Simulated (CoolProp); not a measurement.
Vapour-liquid equilibrium of R152A (1) + n-pentane (2) at 156 kPa; x and y are mole fractions of (1).

The numbers come from the multi-fluid Helmholtz-energy mixture model, Outcalt 1996 and Thol 2019; pair parameters Bell 2016 in CoolProp.

| x | bubble temperature, mixture model (K) | bubble temperature, Raoult's law (K) | y, mixture model | y, Raoult's law |
|---|---|---|---|---|
| 0.05 | 297.8 | 313.3 | 0.571 | 0.292 |
| 0.2 | 271.3 | 294.8 | 0.869 | 0.691 |
| 0.35 | 265.2 | 283.3 | 0.908 | 0.841 |
| 0.5 | 263.5 | 275.3 | 0.919 | 0.914 |
| 0.65 | 262.6 | 269.3 | 0.926 | 0.954 |
| 0.8 | 261.5 | 264.5 | 0.940 | 0.979 |
| 0.95 | 259.9 | 260.5 | 0.976 | 0.996 |

The largest gap from Raoult's law is -23.5 K in bubble temperature, at x = 0.2. No azeotrope shows between x = 0.05 and 0.95.

Pair parameters are fitted to limited data, so mixtures are less certain than the pure fluids. With so large a gap from Raoult's law the liquid may split in two, which this calculation doesn't test in full.
